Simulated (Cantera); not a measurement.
**Thermodynamics of silicon etching in halogen gases, feed Si + HCl + N2**

Feed: 1 mol Si, 5.9 mol HCl, 4.9 mol N2, at 1.00 bar.

Cantera equilibrium calculation (NASA polynomials, part measured and part estimated; ideal gas, pure solids and liquids). Candidate condensed phases: NH4Cl, Si, Si3N4; 28 gas species. N2 is the only nitrogen source here; it is nearly inert below about 1500 K, so the nitride shown seldom forms there in practice. The tables' values for SiCl3 are old estimates; treat these amounts as uncertain. Equilibrium is a limit: real reactors are often held back by kinetics, nucleation or transport.

From 623 K to 673 K nothing is condensed. From 723 K to 1123 K the condensed part is Si3N4(s). The main Si-bearing gas is SiCl4 throughout.

| T (K) | x N2 | x HCl | x H2 | x SiCl4 | x NH3 | x SiHCl3 | x SiCl3 | n Si3N4(s) |
|---|---|---|---|---|---|---|---|---|
| 623 | 0.500 | 0.194 | 0.202 | 0.102 | 0.00182 | 4.91e-6 | 7.69e-11 | 0 |
| 673 | 0.500 | 0.194 | 0.203 | 0.102 | 0.000870 | 1.35e-5 | 9.84e-10 | 0 |
| 723 | 0.498 | 0.202 | 0.199 | 0.100 | 0.000441 | 2.96e-5 | 8.21e-9 | 0.00637 |
| 773 | 0.495 | 0.216 | 0.192 | 0.0962 | 0.000235 | 5.39e-5 | 4.84e-8 | 0.0183 |
| 823 | 0.493 | 0.229 | 0.186 | 0.0929 | 0.000134 | 9.09e-5 | 2.30e-7 | 0.0289 |
| 873 | 0.490 | 0.240 | 0.180 | 0.0898 | 8.09e-5 | 0.000144 | 9.08e-7 | 0.0382 |
| 923 | 0.488 | 0.250 | 0.174 | 0.0872 | 5.14e-5 | 0.000217 | 3.09e-6 | 0.0466 |
| 973 | 0.486 | 0.259 | 0.170 | 0.0847 | 3.41e-5 | 0.000312 | 9.22e-6 | 0.0540 |
| 1023 | 0.485 | 0.267 | 0.165 | 0.0825 | 2.35e-5 | 0.000433 | 2.47e-5 | 0.0606 |
| 1073 | 0.483 | 0.274 | 0.162 | 0.0805 | 1.67e-5 | 0.000582 | 6.03e-5 | 0.0665 |
| 1123 | 0.482 | 0.281 | 0.158 | 0.0786 | 1.22e-5 | 0.000760 | 0.000136 | 0.0717 |
x: gas mole fraction; n: condensed amount in mol.
